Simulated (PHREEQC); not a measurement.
Make-up at 25 °C: 0.025 mol/kgw NH4Cl, 0.00029 mol/kgw K2HPO4 and 0.00017 mol/kgw KCl. Closed to the air; pH follows from the charge balance.

Computed with PHREEQC (ion-association model, phreeqc.dat).

Each row changes one thing in this solution. This is a speciation only: nothing precipitates in the calculation.

```csv
case,pH,SI of Sylvite (KCl)
as made,7.06,-5.76
KCl left out,7.06,-5.88
K2HPO4 left out,5.49,[?]
K2HPO4 from 0.00029 to 2.9e-05 mol/kgw,6.31,-6.28
NH4Cl from 0.025 to 0.05 mol/kgw,6.86,-5.50
diluted 10-fold with water,7.07,-7.67
diluted 2-fold with water,7.06,-6.33
NH4Cl replaced by CaCl2 at the same molality,7.58,[?]
KCl from 0.00017 to 8.5e-05 mol/kgw,7.06,[?]
```

**Question.** Fill in the missing entries.

**Answer.** 
- K2HPO4 left out, SI of Sylvite (KCl): -6.40
- NH4Cl replaced by CaCl2 at the same molality, SI of Sylvite (KCl): -5.53
- KCl from 0.00017 to 8.5e-05 mol/kgw, SI of Sylvite (KCl): -5.81

Species that the database lacks are ignored. Some of these states are supersaturated (in Hydroxyapatite, for instance).
